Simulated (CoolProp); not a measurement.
Vapour-liquid equilibrium of R13 (1) + propylene (2) at 0.514 MPa; x and y are mole fractions of (1).

The numbers come from the multi-fluid Helmholtz-energy mixture model, Platzer 1990 and Lemmon 2013; pair parameters Bell 2016 in CoolProp. This equation is an older, rougher fit; its heat capacities, sound speeds and derivatives of the liquid may be far off and weren't checked against measurements.

| x | bubble temperature (°C) | y at the bubble point | dew temperature at overall composition x (°C) | liquid density (mol/L) |
|---|---|---|---|---|
| 0.05 | -10.5 | 0.202 | -5.7 | 13.24 |
| 0.125 | -17.9 | 0.406 | (withheld) | 13.35 |
| 0.2 | -23.4 | 0.538 | -10.5 | 13.40 |
| 0.275 | -27.5 | 0.627 | -13.0 | 13.42 |
| 0.35 | -30.7 | 0.691 | -15.7 | 13.40 |
| 0.425 | -33.2 | (withheld) | -18.6 | 13.37 |
| 0.5 | -35.3 | 0.781 | -21.7 | 13.33 |
| 0.575 | -37.1 | 0.815 | -25.0 | 13.29 |
| 0.65 | -38.6 | 0.846 | -28.6 | 13.24 |
| 0.725 | -40.0 | 0.877 | -32.4 | 13.20 |
| 0.8 | -41.3 | 0.907 | (withheld) | 13.16 |
| 0.875 | -42.6 | 0.939 | -40.0 | 13.13 |
| 0.95 | -43.7 | 0.974 | -43.0 | 13.10 |

### Question
Complete the blanks.

### Answer

- 0.125, dew temperature at overall composition x (°C): -8.0
- 0.425, y at the bubble point: 0.740
- 0.8, dew temperature at overall composition x (°C): -36.3

No azeotrope shows between x = 0.05 and 0.95.

The pair parameters rest on a limited set of measurements; away from them the model extrapolates.
